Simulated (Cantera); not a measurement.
## Adiabatic ignition

An adiabatic, constant-volume homogeneous reactor starts with 15.5 % CH4, 0.949 % H2, 17.6 % O2, 65.9 % N2, at 1350 K and 3.60 bar.

Model: GRI-Mech 3.0 (53 species, 325 reactions), integrated in Cantera.

```json
[
 {"t (s)": "4.00e-6", "T (K)": "1350", "P (bar)": "3.60", "x CH4": "0.155", "x H2": "0.00949", "x O2": "0.176", "x C2H4": "<1e-12", "x HCN": "<1e-12", "x HCO": "<1e-12"},
 {"t (s)": "1.29e-5", "T (K)": "1350", "P (bar)": "3.60", "x CH4": "0.155", "x H2": "0.00949", "x O2": "0.176", "x C2H4": "3.86e-11", "x HCN": "<1e-12", "x HCO": "<1e-12"},
 {"t (s)": "4.18e-5", "T (K)": "1350", "P (bar)": "3.60", "x CH4": "0.155", "x H2": "0.00948", "x O2": "0.176", "x C2H4": "3.05e-9", "x HCN": "<1e-12", "x HCO": "3.77e-12"},
 {"t (s)": "0.000135", "T (K)": "1350", "P (bar)": "3.60", "x CH4": "0.155", "x H2": "0.00948", "x O2": "0.176", "x C2H4": "4.59e-7", "x HCN": "<1e-12", "x HCO": "2.10e-10"},
 {"t (s)": "0.000437", "T (K)": "1354", "P (bar)": "3.61", "x CH4": "0.155", "x H2": "0.00945", "x O2": "0.175", "x C2H4": "1.40e-5", "x HCN": "<1e-12", "x HCO": "3.38e-9"},
 {"t (s)": "0.00141", "T (K)": "1400", "P (bar)": "3.74", "x CH4": "0.147", "x H2": "0.0107", "x O2": "0.170", "x C2H4": "0.000477", "x HCN": "<1e-12", "x HCO": "9.44e-8"},
 {"t (s)": "0.00457", "T (K)": "2818", "P (bar)": "8.60", "x CH4": "1.19e-10", "x H2": "0.126", "x O2": "8.80e-5", "x C2H4": "<1e-12", "x HCN": "4.75e-7", "x HCO": "9.93e-7"},
 {"t (s)": "0.0148", "T (K)": "2818", "P (bar)": "8.60", "x CH4": "1.19e-10", "x H2": "0.126", "x O2": "8.80e-5", "x C2H4": "<1e-12", "x HCN": "4.75e-7", "x HCO": "9.93e-7"},
 {"t (s)": "0.0478", "T (K)": "2818", "P (bar)": "8.60", "x CH4": "1.19e-10", "x H2": "0.126", "x O2": "8.80e-5", "x C2H4": "<1e-12", "x HCN": "4.75e-7", "x HCO": "9.93e-7"},
 {"t (s)": "0.155", "T (K)": "2818", "P (bar)": "8.60", "x CH4": "1.19e-10", "x H2": "0.126", "x O2": "8.80e-5", "x C2H4": "<1e-12", "x HCN": "4.75e-7", "x HCO": "9.93e-7"},
 {"t (s)": "0.500", "T (K)": "2818", "P (bar)": "8.60", "x CH4": "1.19e-10", "x H2": "0.126", "x O2": "8.80e-5", "x C2H4": "<1e-12", "x HCN": "4.75e-7", "x HCO": "9.93e-7"}
]
```
x: mole fraction; the columns are a selection and need not sum to one.

```yaml
time_of_steepest_temperature_rise: 1.79 ms
temperature at 0.500 s: 2818 K
equilibrium_temperature: 2818 K
x(CH4) at 0.500 s: 1.19e-10 (gas-phase equilibrium 1.34e-10)
x(H2) at 0.500 s: 0.126 (gas-phase equilibrium 0.126)
x(O2) at 0.500 s: 8.80e-5 (gas-phase equilibrium 8.80e-5)
```
